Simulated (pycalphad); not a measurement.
Computed with pycalphad from the COST 507 light-alloy database (1999), at 1 atm. These are 1990s assessments: newer ones move some temperatures and phases.

Si-65.09Al (wt.%): equilibrium cooling sequence

```tsv
T (K)	phases above	phases below
1154.9	LIQUID	DIAMOND_A4 + LIQUID
850.1	DIAMOND_A4 + LIQUID	DIAMOND_A4 + FCC_A1
```

Changes were sought between steps of 50 K, so a narrower field can be missed.

FCC_A1 is fcc; DIAMOND_A4 is diamond (Si).
